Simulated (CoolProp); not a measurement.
C3F8 (R218) along the isobar 15800 kPa: Z from the reference equation and from simpler models built on Tc = 345.0 K, pc = 2640 kPa, ω = 0.317; each cubic takes its own stable root.

Computed with CoolProp (reference Helmholtz-energy equation of state, Lemmon 2006). It is a short technical equation, of lower accuracy than the large ones.

```csv
T (K),phase,reference
173.1,liquid,1.103
190.9,liquid,1.031
208.6,liquid,0.9727
226.4,liquid,0.9255
244.2,liquid,0.8874
262,liquid,0.8569
279.8,liquid,0.8332
297.6,liquid,0.8155
315.4,liquid,0.8036
333.2,liquid,0.7971
351,supercritical,0.7960
368.8,supercritical,0.8001
386.6,supercritical,0.8093
404.4,supercritical,0.8232
422.2,supercritical,0.8412
440,supercritical,0.8625
```

Question: How far does each simpler model (Redlich-Kwong, Soave-Redlich-Kwong) lie from the reference over these 16 states: mean and median of the absolute difference, and the worst?

Answer: 
- Redlich-Kwong: mean 4.1 %, median 4.2 %, worst +7.8 % at 173.1 K and 15800 kPa
- Soave-Redlich-Kwong: mean 3.5 %, median 3.3 %, worst +5.8 % at 173.1 K and 15800 kPa
